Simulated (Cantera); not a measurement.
A perfectly stirred reactor is fed with H2 : O2 = 0.16 : 1 (molar parts), equivalence ratio 0.080, at 0.0133 bar; it is held at 1023 K, and followed from long to short residence time.

Detailed kinetics in Cantera: the H2/O2 subset of GRI-Mech 3.0, which has no nitrogen chemistry. Radical loss at walls, strong at low pressure, is not modelled. The temperature is held fixed by assumption; the heat of reaction is taken as removed at once.

x: mole fraction; the columns are a selection and need not sum to one.

```tsv
τ (s)	x H2	x O2	x O	x OH	x H
1.0	0.000850	0.850	0.00155	0.000750	0.000292
0.40	0.00145	0.849	0.00272	0.00105	0.000720
0.16	0.00247	0.846	0.00469	0.00148	0.00175
0.061	…	0.842	…	…	…
0.024	…	0.835	…	…	…
0.0095	0.0124	0.826	0.0189	0.00396	0.0196
0.0037	0.0217	0.817	0.0234	0.00497	0.0315
```

Task: Fill in the missing entries.

Result: 
- 0.061, x H2: 0.00428
- 0.061, x O: 0.00806
- 0.061, x OH: 0.00212
- 0.061, x H: 0.00434
- 0.024, x H2: 0.00730
- 0.024, x O: 0.0129
- 0.024, x OH: 0.00296
- 0.024, x H: 0.00982
